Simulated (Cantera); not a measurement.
Input: 1 mol Si₃N₄, 0.097 mol CO₂, 53 mol N₂, equilibrated at 1300 °C and 1.33 mbar.

Cantera equilibrium calculation (NASA polynomials, part measured and part estimated; ideal gas, pure solids and liquids). Candidate condensed phases: C, Si, SiC, SiO₂, Si₂N₂O, Si₃N₄; 34 gas species. Mutual solubility and eutectic melting of coexisting phases are not modelled. Rates play no part.

What is the equilibrium state?


```
Item                                         Value
--------------------------------------  ----------
x(N₂)                                        0.997
x(SiO)                                     0.00183
x(CO)                                     0.000877
x(Si)                                      1.12e-5
n(SiC(s))                               0.0503 mol
n(Si₂N₂O(s))                            0.0496 mol
n(Si₃N₄(s))                              0.917 mol
gas amount                               53.26 mol
log10 activity of Si(s) (absent)             -0.57
log10 activity of C(graphite) (absent)       -1.45
```
